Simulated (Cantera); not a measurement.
**Gas activation for diamond growth**

An isothermal, constant-pressure homogeneous reactor starts with CH₄ : H₂ : O₂ = 0.0064 : 1 : 0.0082 (molar parts), equivalence ratio 63, at 2950 K and 1330 Pa.

Cantera simulation using GRI-Mech 3.0 (53 species, 325 reactions); the numbers are that mechanism's predictions, not measurements. Radical loss at walls, strong at low pressure, is not modelled.

| t (s) | x CH₄ | x H₂ | x O₂ | x HO₂ | x O |
|---|---|---|---|---|---|
| 1.00e-5 | 0.00608 | 0.985 | 0.00803 | 2.65e-5 | 1.12e-6 |
| 3.39e-5 | 0.00585 | 0.983 | 0.00784 | 3.41e-5 | 4.84e-6 |
| 0.000115 | 0.00509 | 0.972 | 0.00613 | 1.72e-5 | 1.65e-5 |
| 0.000389 | 0.00330 | 0.942 | 0.000375 | 5.01e-7 | 7.83e-6 |
| 0.00132 | 0.00114 | 0.918 | 8.14e-8 | 2.36e-10 | 1.32e-5 |
| 0.00447 | 0.000176 | 0.890 | 1.46e-7 | 3.09e-10 | 2.63e-5 |
| 0.0152 | 1.13e-5 | 0.838 | 2.23e-7 | 3.07e-10 | 5.34e-5 |
| 0.0514 | 5.13e-12 | 0.707 | 9.10e-7 | 6.02e-10 | 0.000222 |
| 0.174 | <1e-12 | 0.489 | 3.82e-6 | 1.01e-9 | 0.000981 |
| 0.590 | <1e-12 | 0.338 | 6.73e-6 | 9.59e-10 | 0.00204 |
| 2.00 | <1e-12 | 0.321 | 7.00e-6 | 9.24e-10 | 0.00219 |
x: mole fraction; the columns are a selection and need not sum to one.

Equilibrium at this temperature and pressure: CH₄ <1e-12, H₂ 0.321, O₂ 7.00e-6, HO₂ 9.24e-10, O 0.00219 (gas phase only).
